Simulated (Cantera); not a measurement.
Feed: 1 mol Pb, 0.2 mol H₂, equilibrated at 0.405 Torr.

Equilibrium computed with Cantera from the NASA thermochemical tables; the gas is ideal and each condensed phase is pure. Candidate condensed phases: Pb; 4 gas species. Kinetics and transport are ignored.

Problem. Which condensed phases are stable at each of these points (T (°C)): 452, 502, 552, 602, 652, 702, 752, 802, 852, 902, 952, 1002, 1052, 1102?

Solution. 
```
T (°C)  condensed phases  Pb condensed (%)
------  ----------------  ----------------
452                Pb(l)             100.0
502                Pb(l)             100.0
552                Pb(l)             100.0
602                Pb(l)             100.0
652                Pb(l)              99.9
702                Pb(l)              99.7
752                Pb(l)              98.9
802                Pb(l)              96.7
852                Pb(l)              89.2
902                Pb(l)              16.7
952             gas only               0.0
1002            gas only               0.0
1052            gas only               0.0
1102            gas only               0.0
```

From 452 °C to 902 °C the condensed part is Pb(l). From 952 °C to 1102 °C nothing is condensed.
